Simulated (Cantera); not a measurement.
What does this Cantera script print?

```python
import numpy as np
import cantera as ct

gas_names = [...]  # 114 gases of nasa_gas.yaml made of C, Fe, H, O
cond_names = """
    C(gr) C6H6(L) C7H8(L) C8H18(L),n-octa Fe(a) Fe(c) Fe(d) Fe(L) FeC5O5(L) FeO(s) FeO(L) Fe(OH)2(s)
    Fe(OH)3(s) Fe2O3(s) Fe3O4(s) H2O(s) H2O(L)
""".split()


# ... load() reads the species with a 1 bar reference pressure and builds the phases ...
atoms = {
    'Fe2O3': {'Fe': 2, 'O': 3},
    'CH4': {'C': 1, 'H': 4},
    'CO': {'C': 1, 'O': 1},
}
top_T = {'C(gr)': 4500, 'Fe2O3(s)': 1830, 'Fe3O4(s)': 1870}  # K; cautious upper limits of use, not melting points


# ... equilibrate(T, P, feed) seeds the gas with the atoms and calls Mixture.equilibrate('TP', solver="vcs", rtol=1e-11, max_steps=5000) ...
results = []
feed = {'Fe2O3': 1, 'CH4': 0.6, 'CO': 0.61}  # mol
P = 11  # Pa
for T in [1773, 1873, 1973, 2073, 2173, 2273, 2373, 2473, 2573]:
    mix = equilibrate(T, P, feed)
    results.append((T, P, feed, dict(zip(mix.species_names, mix.species_moles))))

top = {s: max(r[3][s] / sum(r[3][g] for g in gas_names) for r in results) for s in gas_names}
cols = sorted((s for s in top if top[s] > 0.0001), key=lambda s: -top[s])[:5]
seen = [c for c in cond_names if any(r[3].get(c, 0) > 1e-12 for r in results)]
print("log10 of partial pressures in bar; condensed amounts in mol")
print(f"{'T/K':>10s}" + "".join(f"{s[:9]:>10s}" for s in cols + seen))
for T, P, feed, n in results:
    ng = sum(n[g] for g in gas_names)
    print(f"{T:10.4g}" + "".join(f"{np.log10(max(n[s] / ng * P / 1e5, 1e-99)):10.3f}" for s in cols)
          + "".join(f"{n.get(c, 0):10.4g}" for c in seen))
```

It prints:

```
log10 of partial pressures in bar; condensed amounts in mol
       T/K        CO        Fe         H         O        H2    FeO(L)
      1773    -4.392    -4.911    -5.828    -8.538    -4.564     1.692
      1873    -4.511    -4.636    -5.590    -7.414    -4.800     1.329
      1973    -4.715    -4.475    -5.451    -6.322    -5.161    0.7749
      2073    -4.870    -4.400    -5.285    -5.567    -5.409         0
      2173    -4.796    -4.425    -4.987    -5.215    -5.341         0
      2273    -4.763    -4.462    -4.756    -4.939    -5.361         0
      2373    -4.759    -4.501    -4.608    -4.741    -5.507         0
      2473    -4.766    -4.530    -4.534    -4.614    -5.765         0
      2573    -4.772    -4.546    -4.504    -4.544    -6.080         0
```

Equilibrium computed with Cantera from the NASA thermochemical tables; the gas is ideal and each condensed phase is pure. The tables' stoichiometric FeO is somewhat more stable than real wüstite, so its field is too wide. FeO: taken at fixed stoichiometry.
